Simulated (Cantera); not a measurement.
What does this Cantera script print?

```python
import numpy as np
import cantera as ct

gas_names = [...]  # 151 gases of nasa_gas.yaml made of C, H, N, O, Si
cond_names = """
    C(gr) C6H6(L) C7H8(L) C8H18(L),n-octa H2O(s) H2O(L) Si(cr) Si(L) SiC(b) SiO2(Lqz) SiO2(hqz) SiO2(L)
    Si2N2O(s) Si3N4(a)
""".split()


# ... load() reads the species with a 1 bar reference pressure and builds the phases ...
atoms = {
    'SiO2': {'Si': 1, 'O': 2},
    'CH4': {'C': 1, 'H': 4},
    'N2': {'N': 2},
}
top_T = {'C(gr)': 4500, 'SiC(b)': 3050, 'Si2N2O(s)': 2100, 'Si3N4(a)': 2400}  # K; cautious upper limits of use, not melting points


# ... equilibrate(T, P, feed) seeds the gas with the atoms and calls Mixture.equilibrate('TP', solver="vcs", rtol=1e-11, max_steps=5000) ...
results = []
feed = {'SiO2': 1, 'CH4': 5.5, 'N2': 8.8}  # mol
T = 2125  # K
for P in [10, 100, 1000, 10000, 100000, 1000000]:
    mix = equilibrate(T, P, feed)
    results.append((T, P, feed, dict(zip(mix.species_names, mix.species_moles))))

top = {s: max(r[3][s] / sum(r[3][g] for g in gas_names) for r in results) for s in gas_names}
cols = sorted((s for s in top if top[s] > 1e-06), key=lambda s: -top[s])[:9]
seen = [c for c in cond_names if any(r[3].get(c, 0) > 1e-12 for r in results)]
print("log10 of partial pressures in bar; condensed amounts in mol")
print(f"{'P/Pa':>10s}" + "".join(f"{s[:9]:>10s}" for s in cols + seen))
for T, P, feed, n in results:
    ng = sum(n[g] for g in gas_names)
    print(f"{P:10.4g}" + "".join(f"{np.log10(max(n[s] / ng * P / 1e5, 1e-99)):10.3f}" for s in cols)
          + "".join(f"{n.get(c, 0):10.4g}" for c in seen))
```

Output:

```
log10 of partial pressures in bar; condensed amounts in mol
      P/Pa        H2        N2         H        CO        Si       HCN      SiC2       SiO C2H2,acet     C(gr)    SiC(b)
        10    -4.489    -4.466    -4.684    -5.105    -5.448    -6.108    -6.594    -7.634    -7.264     3.122         0
       100    -3.363    -3.424    -4.121    -4.067    -4.833    -5.024    -5.978    -5.980    -6.139     2.616    0.5761
      1000    -2.320    -2.406    -3.600    -3.049    -4.833    -3.994    -5.978    -4.962    -5.096     2.306    0.9362
     1e+04    -1.308    -1.402    -3.094    -2.045    -4.833    -2.985    -5.978    -3.957    -4.084     2.273    0.9714
     1e+05    -0.304    -0.401    -2.592    -1.043    -4.833    -1.983    -5.978    -2.956    -3.080     2.268    0.9751
     1e+06     0.696     0.600    -2.092    -0.043    -4.833    -0.982    -5.978    -1.955    -2.080     2.252    0.9756
```

Method: chemical equilibrium by Gibbs-energy minimisation in Cantera with the NASA 1993 tables (ideal gas, pure condensed phases). The tables' values for SiN are old estimates; treat these amounts as uncertain.
